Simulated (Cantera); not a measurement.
What does this Cantera script print?

```python
import numpy as np
import cantera as ct

gas_names = """
    B BH BH2 BH3 BO BO2 B2 B2O B2O2 B2O3 B3O3H3 H HBO HBO2 HO2 H2 H2O H2O2 H3B3O6 O OH O2 O3
""".split()
cond_names = """
    B(b) B(L) B2O3(L) B3O3H3(cr) H2O(s) H2O(L)
""".split()


def load(file, names, dense=False):
    # The tables refer to 1 bar. Condensed volumes are neglected.
    table = {s.name: s for s in ct.Species.list_from_file(file)}
    out = []
    for n in names:
        d = dict(table[n].input_data)
        d["thermo"] = dict(d["thermo"], **{"reference-pressure": 1e5})
        if dense:
            d["equation-of-state"] = {"model": "constant-volume", "density": "1e6 g/cm^3"}
        out.append(ct.Species.from_dict(d))
    return out


gas = ct.Solution(thermo="ideal-gas", species=load("nasa_gas.yaml", gas_names))
cond = {s.name: ct.Solution(thermo="fixed-stoichiometry", species=[s], name=s.name)
        for s in load("nasa_condensed.yaml", cond_names, dense=True)}
atoms = {
    'B2H6': {'B': 2, 'H': 6},
    'H2O': {'H': 2, 'O': 1},
    'H2': {'H': 2},
}
top_T = {}  # K; cautious upper limits of use, not melting points


def equilibrate(T, P, feed):
    n = {}
    for name, mol in feed.items():
        for a, k in atoms[name].items():
            n[a] = n.get(a, 0.0) + k * mol
    gas.TPX = T, P, n
    mass = sum(n.values()) * gas.mean_molecular_weight
    gas.equilibrate("TP")
    valid = [c for c in cond.values() if c.min_temp <= T <= top_T.get(c.name, c.max_temp)]
    mix = ct.Mixture([(gas, mass / gas.mean_molecular_weight)] + [(c, 0.0) for c in valid])
    mix.T, mix.P = T, P
    mix.equilibrate("TP", solver="vcs", rtol=1e-11, max_steps=5000)
    return mix


results = []
feed = {'B2H6': 1, 'H2O': 0.11, 'H2': 37}  # mol
T = 1798.15  # K
P = 133.322  # Pa
mix = equilibrate(T, P, feed)
results.append((T, P, feed, dict(zip(mix.species_names, mix.species_moles))))
x = sorted(zip(gas.X, gas.species_names), reverse=True)
print(f"T = {T:g} K  P = {P:g} Pa  gas = {mix.phase_moles(0):.4g} mol")
print("   x: " + "  ".join(f"{s} {v:.3e}" for v, s in x if v > 1e-06))
print("   condensed (mol): " + ("  ".join(f"{mix.phase(i).name} {mix.phase_moles(i):.4g}"
      for i in range(1, mix.n_phases) if mix.phase_moles(i) > 1e-12) or "none"))
```

It prints:

```
T = 1798.15 K  P = 133.322 Pa  gas = 40.37 mol
   x: H2 9.876e-01  H 9.595e-03  HBO 2.285e-03  BO 3.963e-04  BH2 1.268e-04  B2O2 2.016e-05  B2O 3.274e-06  B 2.368e-06
   condensed (mol): B(b) 1.885
```

Cantera equilibrium calculation (NASA polynomials, part measured and part estimated; ideal gas, pure solids and liquids). The feed counts by its element totals alone. The tables' values for BH2 are old estimates; treat these amounts as uncertain.
